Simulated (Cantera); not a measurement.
Cantera run:

```python
import numpy as np
import cantera as ct

gas_names = """
    H HI HNO HNO2 HNO3 HO2 H2 H2O H2O2 I I2 N NH NH2 NH3 NH2OH NO NO2 NO3 N2 N2H2 N2H4 N2O O OH O2 O3
""".split()
cond_names = """
    H2O(s) H2O(L) I2(cr) I2(L)
""".split()


# ... load() reads the species with a 1 bar reference pressure and builds the phases ...
atoms = {
    'HI': {'H': 1, 'I': 1},
    'O2': {'O': 2},
    'N2': {'N': 2},
}
top_T = {}  # K; cautious upper limits of use, not melting points


# ... equilibrate(T, P, feed) seeds the gas with the atoms and calls Mixture.equilibrate('TP', solver="vcs", rtol=1e-11, max_steps=5000) ...
results = []
feed = {'HI': 1, 'O2': 0.48, 'N2': 10}  # mol
T = 2875  # K
for P in [10, 84, 710, 6000, 50000, 420000, 3600000, 30000000]:
    mix = equilibrate(T, P, feed)
    results.append((T, P, feed, dict(zip(mix.species_names, mix.species_moles))))

top = {s: max(r[3][s] / sum(r[3][g] for g in gas_names) for r in results) for s in gas_names}
cols = sorted((s for s in top if top[s] > 1e-05), key=lambda s: -top[s])[:8]
seen = [c for c in cond_names if any(r[3].get(c, 0) > 1e-12 for r in results)]
print("log10 of partial pressures in bar; condensed amounts in mol")
print(f"{'P/Pa':>10s}" + "".join(f"{s[:9]:>10s}" for s in cols + seen))
for T, P, feed, n in results:
    ng = sum(n[g] for g in gas_names)
    print(f"{P:10.4g}" + "".join(f"{np.log10(max(n[s] / ng * P / 1e5, 1e-99)):10.3f}" for s in cols)
          + "".join(f"{n.get(c, 0):10.4g}" for c in seen))
```

Result:

```
log10 of partial pressures in bar; condensed amounts in mol
      P/Pa        N2         I         H         O       H2O        O2        NO        OH
        10    -4.113    -5.112    -5.113    -5.137   -10.733    -7.993    -7.053    -8.094
        84    -3.188    -4.187    -4.196    -4.233    -7.994    -6.185    -5.686    -6.272
       710    -2.256    -3.255    -3.319    -3.398    -5.406    -4.515    -4.385    -4.560
      6000    -1.316    -2.315    -2.626    -2.742    -3.365    -3.204    -3.259    -3.212
     5e+04    -0.383    -1.383    -2.181    -2.237    -1.968    -2.193    -2.287    -2.261
   4.2e+05     0.548    -0.457    -1.867    -1.768    -0.870    -1.255    -1.353    -1.477
   3.6e+06     1.483     0.470    -1.606    -1.294     0.124    -0.306    -0.411    -0.743
     3e+07     2.406     1.358    -1.371    -0.824     1.065     0.633     0.520    -0.038
```

Equilibrium computed with Cantera from the NASA thermochemical tables; the gas is ideal and each condensed phase is pure. The ideal-gas law is rough above about 30 bar.
